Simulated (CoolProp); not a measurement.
Vapour-liquid equilibrium of ethane (1) + C2F6 (R116) (2) at 0.885 MPa; x and y are mole fractions of (1).

Values from CoolProp's multi-fluid Helmholtz-energy mixture model, Bücker 2006 and Lemmon 2006; pair parameters Bell 2016.

```json
[
 {"x": "0.05", "bubble temperature, mixture model (K)": "244.8", "bubble temperature, Raoult's law (K)": "247.2", "y, mixture model": "0.116", "y, Raoult's law": "0.068"},
 {"x": "0.125", "bubble temperature, mixture model (K)": "?", "bubble temperature, Raoult's law (K)": "246.3", "y, mixture model": "0.264", "y, Raoult's law": "0.165"},
 {"x": "0.2", "bubble temperature, mixture model (K)": "237.6", "bubble temperature, Raoult's law (K)": "245.4", "y, mixture model": "0.378", "y, Raoult's law": "0.257"},
 {"x": "0.275", "bubble temperature, mixture model (K)": "235.2", "bubble temperature, Raoult's law (K)": "244.6", "y, mixture model": "?", "y, Raoult's law": "0.345"},
 {"x": "0.35", "bubble temperature, mixture model (K)": "233.5", "bubble temperature, Raoult's law (K)": "243.8", "y, mixture model": "?", "y, Raoult's law": "0.429"},
 {"x": "0.425", "bubble temperature, mixture model (K)": "232.4", "bubble temperature, Raoult's law (K)": "242.9", "y, mixture model": "0.570", "y, Raoult's law": "0.508"},
 {"x": "0.5", "bubble temperature, mixture model (K)": "231.7", "bubble temperature, Raoult's law (K)": "242.1", "y, mixture model": "?", "y, Raoult's law": "0.583"},
 {"x": "0.575", "bubble temperature, mixture model (K)": "231.3", "bubble temperature, Raoult's law (K)": "241.4", "y, mixture model": "0.636", "y, Raoult's law": "0.655"},
 {"x": "0.65", "bubble temperature, mixture model (K)": "231.1", "bubble temperature, Raoult's law (K)": "240.6", "y, mixture model": "0.664", "y, Raoult's law": "0.723"},
 {"x": "0.725", "bubble temperature, mixture model (K)": "231.1", "bubble temperature, Raoult's law (K)": "239.8", "y, mixture model": "?", "y, Raoult's law": "0.788"},
 {"x": "0.8", "bubble temperature, mixture model (K)": "231.5", "bubble temperature, Raoult's law (K)": "239.1", "y, mixture model": "0.733", "y, Raoult's law": "0.850"},
 {"x": "0.875", "bubble temperature, mixture model (K)": "232.4", "bubble temperature, Raoult's law (K)": "238.4", "y, mixture model": "0.791", "y, Raoult's law": "0.908"},
 {"x": "0.95", "bubble temperature, mixture model (K)": "234.5", "bubble temperature, Raoult's law (K)": "237.6", "y, mixture model": "0.890", "y, Raoult's law": "0.964"}
]
```

Complete the blanks.


- 0.125, bubble temperature, mixture model (K): 240.8
- 0.275, y, mixture model: 0.462
- 0.35, y, mixture model: 0.524
- 0.5, y, mixture model: 0.606
- 0.725, y, mixture model: 0.694

The largest gap from Raoult's law is -10.5 K in bubble temperature, at x = 0.425. y crosses x between x = 0.65 and 0.725: the model has an azeotrope there.

Pair parameters are fitted to limited data, so mixtures are less certain than the pure fluids.
